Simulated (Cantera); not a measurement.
Feed: 1 mol Si2H6, 0.0034 mol Cl2, 12 mol H2, 0.34 mol HCl, at 1550 K and 15.8 Torr.

These are equilibrium values from Cantera (NASA tables, ideal gas, pure condensed phases), not measurements of a reactor. Candidate condensed phases: Si; 19 gas species. The feed counts by its element totals alone. Kinetics and transport are ignored.

Base state: H2 0.979, HCl 0.0199, SiCl2 0.00135, H 0.000215 (mole fractions); condensed: Si(s).

### Question
What changes in the equilibrium state with this change: HCl from 0.34 to 0.7 mol?

### Answer
| species | before | after |
|---|---|---|
| H2 | 0.979 | 0.959 |
| HCl | 0.0199 | 0.0359 |
| SiCl2 | 0.00135 | 0.00448 |
| SiCl3 | 7.15e-6 | 4.34e-5 |
| H | 0.000215 | 0.000213 |
| Si(s), mol | 1.98 | 1.93 |
The tables' values for SiCl3 are old estimates; treat these amounts as uncertain.
